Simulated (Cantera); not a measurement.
A closed system holds: 1 mol Si3N4, 0.0014 mol H2O, 33 mol H2, 0.21 mol CO2, at 2025 K and 0.540 Pa.

Equilibrium computed with Cantera from the NASA thermochemical tables; the gas is ideal and each condensed phase is pure. Candidate condensed phases: C, C6H6, C7H8, C8H18, H2O, Si, SiC, SiO2, Si2N2O, Si3N4; 151 gas species. Kinetics and transport are ignored.

Base state: H 0.514, H2 0.385, Si 0.0542, N2 0.0389, SiO 0.00411, CO 0.00408, SiH 5.00e-5 (mole fractions); condensed: gas only.

Task: What changes in the equilibrium state with this change: temperature from 2025 K to 1550 K?

Result: 
| species | before | after |
|---|---|---|
| H2 | 0.385 | 0.913 |
| N2 | 0.0389 | 0.0557 |
| H | 0.514 | 0.0130 |
| Si | 0.0542 | 0.00615 |
| SiO | 0.00411 | 0.0114 |
| Si2C | 1.13e-7 | 1.37e-5 |
| CO | 0.00408 | 0.000367 |
| Si(s), mol | 0 | 2.17 |
| SiC(s), mol | 0 | 0.196 |
Mutual solubility and eutectic melting of coexisting phases are not modelled.

Task: What changes in the equilibrium state with this change: temperature from 2025 K to 1898 K?

Result: 
```csv
species,before,after
H2,0.385,0.617
H,0.514,0.264
Si,0.0542,0.0632
N2,0.0389,0.0454
Si2,2.99e-6,1.40e-5
SiH,5.00e-5,0.000101
SiN,6.09e-6,1.05e-5
SiO,0.00411,0.00482
```
The tables' values for SiN are old estimates; treat these amounts as uncertain.

Task: What changes in the equilibrium state with this change: temperature from 2025 K to 1375 K?

Result: 
| species | before | after |
|---|---|---|
| H2 | 0.385 | 0.930 |
| N2 | 0.0389 | 0.0564 |
| SiO | 0.00411 | 0.0117 |
| H | 0.514 | 0.00142 |
| Si | 0.0542 | 7.60e-5 |
| SiH | 5.00e-5 | 9.59e-7 |
| CO | 0.00408 | 0.000194 |
| Si(s), mol | 0 | 2.38 |
| SiC(s), mol | 0 | 0.203 |
Mutual solubility and eutectic melting of coexisting phases are not modelled.
